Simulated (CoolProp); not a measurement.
Model: reference Helmholtz-energy equation of state, Thol 2017, in CoolProp.

Give the vapour pressure (MPa), liquid density (kg/m³), enthalpy of vaporisation (kJ/kg), vapour Z of saturated octamethyltrisiloxane (MDM) at 474.6, 479.7 K.


```tsv
T (K)	p (MPa)	liquid density (kg/m³)	enthalpy of vaporisation (kJ/kg)	vapour Z
474.6	0.311	607	128	0.833
479.7	0.344	599	125	0.820
```
